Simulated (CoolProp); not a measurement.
Vapour-liquid equilibrium of 1-butene (1) + n-butane (2) at 242.6 K; x and y are mole fractions of (1).

Model: multi-fluid Helmholtz-energy mixture model, Lemmon 2005 and Bücker 2006; pair parameters Bell 2016, in CoolProp.

| x | bubble pressure (MPa) | y at the bubble point | dew pressure at overall composition x (MPa) | liquid density (mol/L) |
|---|---|---|---|---|
| 0.05 | 0.02787 | 0.064 | 0.02778 | … |
| 0.2 | 0.02919 | 0.247 | 0.02883 | … |
| 0.35 | 0.03051 | … | 0.02999 | 11.13 |
| 0.5 | 0.03178 | 0.565 | 0.03122 | 11.24 |
| 0.65 | 0.03297 | 0.703 | 0.03252 | 11.36 |
| 0.8 | 0.03405 | 0.832 | 0.03379 | 11.47 |
| 0.95 | 0.03500 | 0.958 | 0.03495 | … |

What belongs in the gaps?


- 0.05, liquid density (mol/L): 10.92
- 0.2, liquid density (mol/L): 11.02
- 0.35, y at the bubble point: 0.414
- 0.95, liquid density (mol/L): 11.59

No azeotrope shows between x = 0.05 and 0.95.

Pair parameters are fitted to limited data, so mixtures are less certain than the pure fluids.
